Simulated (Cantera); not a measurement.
Cantera run, input and output.

```python
import numpy as np
import cantera as ct

gas = ct.Solution("gri30.yaml")
gas.TPX = 1125, 101325, {'CH2O': 0.0091, 'O2': 0.0029, 'N2': 1}
reactor = ct.IdealGasConstPressureReactor(gas, energy="off", clone=False)
net = ct.ReactorNet([reactor])
net.rtol, net.atol = 1e-08, 1e-18
show = ['CH2O', 'O2', 'NO', 'CH4', 'HO2', 'CH2', 'CH3']
times = np.geomspace(2e-05, 10, 12)

steps = ct.SolutionArray(gas, extra=["t"])
rows = []
print(f"{'t/s':>10s}{'T/K':>9s}{'P/Pa':>11s}" + "".join(f"{s:>11s}" for s in show))
for t in times:
    while net.time < t:
        t_next = net.step()
        steps.append(gas.state, t=t_next)
    rows.append([np.interp(t, steps.t, y) for y in (steps.T, steps.P, *steps(*show).X.T)])
    print(f"{t:10.3e}{rows[-1][0]:9.1f}{rows[-1][1]:11.4g}" + "".join(f"{x:11.3e}" for x in rows[-1][2:]))
rate = np.gradient(steps.T, steps.t)
print("integrator steps:", len(steps.t))
if steps.T.max() > steps.T[0] + 200:
    print(f"time of steepest temperature rise: {steps.t[rate.argmax()]:.4e} s")
gas.TPX = 1125, 101325, {'CH2O': 0.0091, 'O2': 0.0029, 'N2': 1}
gas.equilibrate("TP")
print(f"equilibrium (TP): T = {gas.T:.1f} K  " + "  ".join(f"{s} {gas[s].X[0]:.3e}" for s in show))
```

Output:

```
       t/s      T/K       P/Pa       CH2O         O2         NO        CH4        HO2        CH2        CH3
 2.000e-05   1125.0  1.013e+05  8.992e-03  2.866e-03  3.308e-22  3.289e-18  1.641e-08  1.802e-17  6.215e-17
 6.594e-05   1125.0  1.013e+05  8.992e-03  2.866e-03  2.894e-21  1.221e-16  5.985e-08  6.869e-17  6.043e-16
 2.174e-04   1125.0  1.013e+05  8.991e-03  2.865e-03  2.498e-20  4.256e-15  2.147e-07  4.381e-16  7.025e-15
 7.166e-04   1125.0  1.013e+05  8.985e-03  2.863e-03  4.428e-19  3.305e-13  1.146e-06  1.102e-14  2.316e-13
 2.363e-03   1125.0  1.013e+05  8.570e-03  2.758e-03  7.871e-16  4.706e-10  3.382e-05  1.249e-11  1.540e-10
 7.789e-03   1125.0  1.013e+05  1.020e-09  1.135e-03  1.717e-09  7.227e-08  5.831e-07  1.162e-11  1.614e-09
 2.568e-02   1125.0  1.013e+05  3.373e-10  2.061e-08  6.274e-08  1.132e-08  1.163e-11  1.203e-12  2.639e-10
 8.465e-02   1125.0  1.013e+05  9.629e-11  6.572e-10  6.187e-08  9.722e-09  4.265e-13  3.813e-13  2.006e-10
 2.791e-01   1125.0  1.013e+05  4.048e-11  4.430e-11  5.776e-08  9.250e-09  3.121e-14  8.248e-14  1.354e-10
 9.201e-01   1125.0  1.013e+05  2.509e-11  3.423e-12  4.445e-08  9.116e-09  2.360e-15  1.219e-14  6.689e-11
 3.033e+00   1125.0  1.013e+05  2.067e-11  2.731e-13  2.434e-08  9.086e-09  1.583e-16  1.357e-15  2.496e-11
 1.000e+01   1125.0  1.013e+05  1.941e-11  2.205e-14  9.837e-09  9.080e-09  8.321e-18  1.350e-16  8.167e-12
integrator steps: 2580
equilibrium (TP): T = 1125.0 K  CH2O 1.908e-11  O2 1.397e-18  NO 3.074e-13  CH4 8.412e-10  HO2 1.242e-22  CH2 2.162e-21  CH3 8.932e-15
```

Cantera simulation using GRI-Mech 3.0 (53 species, 325 reactions); the numbers are that mechanism's predictions, not measurements.
